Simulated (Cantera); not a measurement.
Charge: 1 mol Pb, 13 mol CO₂, 150 mol N₂, at 0.00133 bar.

Method: chemical equilibrium by Gibbs-energy minimisation in Cantera with the NASA 1993 tables (ideal gas, pure condensed phases). Candidate condensed phases: C, Pb, PbO, PbO₂, Pb₃O₄; 27 gas species. Rates play no part. All values below are at 1698 K.

Base state: N₂ 0.913, CO₂ 0.0755, Pb 0.00561, CO 0.00366, O₂ 0.00144, PbO 0.000480, NO 0.000256, O 4.54e-5 (mole fractions); condensed: gas only.

Q: What changes in the equilibrium state with this change: N₂ from 150 to 3.1 mol?

A: 
| species | before | after |
|---|---|---|
| CO₂ | 0.0755 | 0.737 |
| N₂ | 0.913 | 0.180 |
| Pb | 0.00561 | 0.0500 |
| CO | 0.00366 | 0.0188 |
| PbO | 0.000480 | 0.00813 |
| O₂ | 0.00144 | 0.00519 |
| O | 4.54e-5 | 8.63e-5 |
| NO | 0.000256 | 0.000216 |
